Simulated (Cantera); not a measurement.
Input (Python, Cantera):

```python
import numpy as np
import cantera as ct

gas = ct.Solution("gri30.yaml")
gas.TPX = 1250, 4900, {'C2H6': 1, 'N2': 32}
reactor = ct.IdealGasConstPressureReactor(gas, energy="off", clone=False)
net = ct.ReactorNet([reactor])
net.rtol, net.atol = 1e-08, 1e-18
show = ['C2H6', 'H2', 'H', 'CH3', 'HCN', 'CH2']
times = np.geomspace(0.0002, 6, 9)

steps = ct.SolutionArray(gas, extra=["t"])
rows = []
print(f"{'t/s':>10s}{'T/K':>9s}{'P/Pa':>11s}" + "".join(f"{s:>11s}" for s in show))
for t in times:
    while net.time < t:
        t_next = net.step()
        steps.append(gas.state, t=t_next)
    rows.append([np.interp(t, steps.t, y) for y in (steps.T, steps.P, *steps(*show).X.T)])
    print(f"{t:10.3e}{rows[-1][0]:9.1f}{rows[-1][1]:11.4g}" + "".join(f"{x:11.3e}" for x in rows[-1][2:]))
rate = np.gradient(steps.T, steps.t)
print("integrator steps:", len(steps.t))
if steps.T.max() > steps.T[0] + 200:
    print(f"time of steepest temperature rise: {steps.t[rate.argmax()]:.4e} s")
gas.TPX = 1250, 4900, {'C2H6': 1, 'N2': 32}
gas.equilibrate("TP")
print(f"equilibrium (TP): T = {gas.T:.1f} K  " + "  ".join(f"{s} {gas[s].X[0]:.3e}" for s in show))
```

Result:

```
       t/s      T/K       P/Pa       C2H6         H2          H        CH3        HCN        CH2
 2.000e-04   1250.0       4900  3.030e-02  1.860e-07  4.783e-08  1.082e-05  3.353e-17  3.125e-11
 7.256e-04   1250.0       4900  3.027e-02  9.446e-06  6.350e-07  3.586e-05  1.777e-13  9.345e-10
 2.632e-03   1250.0       4900  2.987e-02  3.019e-04  4.281e-06  1.027e-04  2.108e-10  1.388e-08
 9.549e-03   1250.0       4900  2.686e-02  2.810e-03  7.421e-06  1.855e-04  2.230e-09  3.952e-08
 3.464e-02   1250.0       4900  1.650e-02  1.178e-02  9.493e-06  1.516e-04  4.714e-09  3.453e-08
 1.257e-01   1250.0       4900  2.020e-03  2.766e-02  1.041e-05  4.845e-05  6.720e-09  9.048e-09
 4.559e-01   1250.0       4900  6.097e-05  3.589e-02  2.672e-06  7.799e-06  6.947e-09  3.181e-10
 1.654e+00   1250.0       4900  3.355e-06  3.997e-02  7.270e-07  1.921e-06  6.925e-09  1.940e-11
 6.000e+00   1250.0       4900  8.594e-07  4.369e-02  4.239e-07  1.036e-06  6.899e-09  5.596e-12
integrator steps: 1220
equilibrium (TP): T = 1250.0 K  C2H6 3.488e-08  H2 5.504e-02  H 5.157e-07  CH3 2.470e-07  HCN 3.579e-02  CH2 1.289e-12
```

Model: GRI-Mech 3.0 (53 species, 325 reactions), integrated in Cantera. GRI-Mech 3.0 stops at C3 and has no aromatics, soot or wall deposition, so with more carbon than oxygen in the feed, carbon stays in small species such as C2H2 where larger ones or solid carbon would form. Radical loss at walls, strong at low pressure, is not modelled.
